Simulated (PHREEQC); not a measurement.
Consider water at 25 °C with 0.049 mol HNO3, 0.0052 mol CuSO4 and 0.21 mol CuCl2 per kg of water. Closed to the air; pH follows from the charge balance.

Computed with PHREEQC (ion-association model, wateq4f.dat).

Each row changes one thing in this solution. Precipitation was switched off in this run.

| case | pH | ionic strength (mol/kgw) | Cu+2 (mol/kgw) | CuOH+ (mol/kgw) | SI of Tenorite (CuO) | SI of Cu(OH)2 (Cu(OH)2) |
|---|---|---|---|---|---|---|
| as made | 1.44 | 0.599 | 0.170 | 1.74e-8 | -6.13 | -7.16 |
| CuSO4 left out | 1.43 | 0.591 | 0.167 | 1.66e-8 | -6.17 | -7.19 |
| 0.17 mol/kgw NaOH added | 6.07 | 0.590 | 0.0730 | 0.000317 | +2.76 | +1.73 |
| diluted 5-fold with water | 2.10 | 0.131 | 0.0394 | 2.47e-8 | -5.25 | -6.27 |
| diluted 100-fold with water | 3.35 | 0.00692 | 0.00213 | 3.67e-8 | -3.75 | -4.77 |
| CuCl2 left out | 1.41 | 0.0620 | 0.00488 | 7.18e-10 | -7.45 | -8.47 |

Complexes and solids missing from the database can't appear. Some of these states are supersaturated (in Atacamite, Brochantite, for instance).
